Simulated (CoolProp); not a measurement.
The numbers come from the reference Helmholtz-energy equation of state, Platzer 1990 in CoolProp. This equation is an older, rougher fit; its heat capacities, sound speeds and derivatives of the liquid may be far off and weren't checked against measurements.

Problem. Give the vapour pressure (bar), vapour density (kg/m³), liquid viscosity (µPa s), vapour viscosity (µPa s) of saturated R13 at 247.4, 260.6 K.

Solution. 
```
T (K)  p (bar)  vapour density (kg/m³)  liquid viscosity (µPa s)  vapour viscosity (µPa s)
-----  -------  ----------------------  ------------------------  ------------------------
247.4     9.61                    60.5                       142                      12.3
260.6     14.1                    91.3                       118                      13.3
```

Viscosity comes from a separate model (Huber 2003), an estimate that may be off by 10 % or more.
